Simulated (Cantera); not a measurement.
**SiO₂ + CH₄ + N₂ (carbothermic reduction)**

A closed system holds: 1 mol SiO₂, 0.33 mol CH₄, 0.4 mol N₂, equilibrated at 1 atm.

Equilibrium computed with Cantera from the NASA thermochemical tables; the gas is ideal and each condensed phase is pure. Candidate condensed phases: C, C₆H₆, C₇H₈, C₈H₁₈, H₂O, Si, SiC, SiO₂, Si₂N₂O, Si₃N₄; 151 gas species. N₂ is the only nitrogen source here; it is nearly inert below about 1500 K, so the nitride shown seldom forms there in practice. Mutual solubility and eutectic melting of coexisting phases are not modelled. The tables hold silica as quartz up to 1696 K and as liquid above; real silica turns to tridymite and cristobalite and melts near 1996 K. Rates play no part.

```csv
T (K),log p H₂,log p CO,log p N₂,log p SiO,log p H,log p CH₄,n C(graphite),n SiO₂(β-quartz),n Si₂N₂O(s),n SiO₂(condensed),n SiO₂(l)
1475,-0.27,-0.65,-0.60,-5.75,-5.02,-3.08,0.0548,0.817,0.0914,0,0
1525,-0.28,-0.58,-0.64,-5.15,-4.77,-3.33,0,0.780,0.110,0,0
1575,-0.28,-0.58,-0.64,-4.61,-4.52,-3.62,0,0.780,0.110,0,0
1625,-0.28,-0.58,-0.64,-4.10,-4.29,-3.89,0,0.780,0.110,0,0
1675,-0.28,-0.58,-0.64,-3.62,-4.08,-4.14,0,0.780,0.110,0,0
1725,-0.28,-0.58,-0.64,-3.17,-3.87,-4.38,0,0,0.110,0.780,0
1775,-0.28,-0.58,-0.64,-2.75,-3.68,-4.60,0,0,0.109,0.779,0
1825,-0.29,-0.59,-0.64,-2.35,-3.50,-4.81,0,0,0.108,0.778,0
1875,-0.29,-0.59,-0.64,-1.98,-3.33,-5.01,0,0,0.106,0.775,0
1925,-0.30,-0.60,-0.64,-1.63,-3.17,-5.22,0,0,0.0998,0.769,0
1975,-0.31,-0.61,-0.64,-1.29,-3.02,-5.45,0,0,0.0870,0.757,0
2025,-0.35,-0.65,-0.63,-0.97,-2.89,-5.72,0,0,0.0579,0,0.727
2075,-0.41,-0.71,-0.63,-0.71,-2.78,-6.11,0,0,0,0,0.669
```
log p: log10 of the partial pressure in bar; n: condensed amount in mol.

At 1475 K the condensed part is C(graphite) + SiO₂(β-quartz) + Si₂N₂O(s). From 1525 K to 1675 K the condensed part is SiO₂(β-quartz) + Si₂N₂O(s). From 1725 K to 1975 K the condensed part is SiO₂(condensed) + Si₂N₂O(s). At 2025 K the condensed part is SiO₂(l) + Si₂N₂O(s). At 2075 K the condensed part is SiO₂(l). The main Si-bearing gas is SiO throughout.
